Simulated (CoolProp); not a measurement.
A closed Brayton cycle with carbon dioxide: compressor inlet 319.15 K and 8.7 MPa, high pressure 29.4 MPa, turbine inlet 625 K, compressor efficiency 0.85, turbine efficiency 0.9, recuperator effectiveness 0.8 (on enthalpy, no pinch check). Each further row changes one setting.

Model: reference Helmholtz-energy equation of state, Span 1996, in CoolProp.

```
case                           thermal efficiency (%)  net work (kJ/kg)  compressor to turbine work  compressor exit (K)  turbine exit (K)
-----------------------------  ----------------------  ----------------  --------------------------  -------------------  ----------------
as stated                                        23.3              53.4                        0.52                408.7             500.2
turbine inlet 575 K                               ___              40.5                        0.58                408.7             455.0
compressor inlet 329.15 K                        20.4              42.8                        0.61                  ___             500.2
high pressure 25 MPa                             23.2              50.6                        0.48                  ___             516.3
recuperator effectiveness 0.5                    20.4              53.4                        0.52                408.7             500.2
```

Q: Fill in the missing entries.

A: 
- turbine inlet 575 K, thermal efficiency (%): 19.7
- compressor inlet 329.15 K, compressor exit (K): 432.3
- high pressure 25 MPa, compressor exit (K): 396.4
